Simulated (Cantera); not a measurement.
Cantera run, input and output.

```python
import numpy as np
import cantera as ct

gas = ct.Solution("gri30.yaml")
gas.TPX = 1825, 1900, {'NO': 1, 'N2': 1.1}
reactor = ct.IdealGasConstPressureReactor(gas, energy="off", clone=False)
net = ct.ReactorNet([reactor])
net.rtol, net.atol = 1e-08, 1e-18
show = ['NO', 'O2', 'N2', 'N2O', 'O']
times = np.geomspace(2e-06, 90, 15)

steps = ct.SolutionArray(gas, extra=["t"])
rows = []
print(f"{'t/s':>10s}{'T/K':>9s}{'P/Pa':>11s}" + "".join(f"{s:>11s}" for s in show))
for t in times:
    while net.time < t:
        t_next = net.step()
        steps.append(gas.state, t=t_next)
    rows.append([np.interp(t, steps.t, y) for y in (steps.T, steps.P, *steps(*show).X.T)])
    print(f"{t:10.3e}{rows[-1][0]:9.1f}{rows[-1][1]:11.4g}" + "".join(f"{x:11.3e}" for x in rows[-1][2:]))
rate = np.gradient(steps.T, steps.t)
print("integrator steps:", len(steps.t))
if steps.T.max() > steps.T[0] + 200:
    print(f"time of steepest temperature rise: {steps.t[rate.argmax()]:.4e} s")
gas.TPX = 1825, 1900, {'NO': 1, 'N2': 1.1}
gas.equilibrate("TP")
print(f"equilibrium (TP): T = {gas.T:.1f} K  " + "  ".join(f"{s} {gas[s].X[0]:.3e}" for s in show))
```

It prints:

```
       t/s      T/K       P/Pa         NO         O2         N2        N2O          O
 2.000e-06   1825.0       1900  4.762e-01  1.361e-14  5.238e-01  2.487e-09  2.487e-09
 7.042e-06   1825.0       1900  4.762e-01  1.679e-13  5.238e-01  8.757e-09  8.757e-09
 2.479e-05   1825.0       1900  4.762e-01  2.080e-12  5.238e-01  3.083e-08  3.083e-08
 8.730e-05   1825.0       1900  4.762e-01  2.579e-11  5.238e-01  1.085e-07  1.085e-07
 3.074e-04   1825.0       1900  4.762e-01  3.212e-10  5.238e-01  3.815e-07  3.818e-07
 1.082e-03   1825.0       1900  4.762e-01  3.965e-09  5.238e-01  1.336e-06  1.341e-06
 3.810e-03   1825.0       1900  4.762e-01  4.932e-08  5.238e-01  4.621e-06  4.690e-06
 1.342e-02   1825.0       1900  4.762e-01  6.566e-07  5.238e-01  1.528e-05  1.633e-05
 4.724e-02   1825.0       1900  4.760e-01  1.173e-05  5.238e-01  4.321e-05  5.525e-05
 1.663e-01   1825.0       1900  4.756e-01  1.656e-04  5.240e-01  7.751e-05  1.099e-04
 5.856e-01   1825.0       1900  4.741e-01  9.169e-04  5.248e-01  8.256e-05  1.206e-04
 2.062e+00   1825.0       1900  4.687e-01  3.630e-03  5.275e-01  7.947e-05  1.356e-04
 7.260e+00   1825.0       1900  4.488e-01  1.352e-02  5.374e-01  6.992e-05  1.783e-04
 2.556e+01   1825.0       1900  3.779e-01  4.888e-02  5.728e-01  4.535e-05  2.767e-04
 9.000e+01   1825.0       1900  1.896e-01  1.430e-01  6.669e-01  1.005e-05  4.348e-04
integrator steps: 627
equilibrium (TP): T = 1825.0 K  NO 4.717e-03  O2 2.354e-01  N2 7.593e-01  N2O 3.655e-08  O 5.441e-04
```

Cantera simulation using GRI-Mech 3.0 (53 species, 325 reactions); the numbers are that mechanism's predictions, not measurements. Radical loss at walls, strong at low pressure, is not modelled.
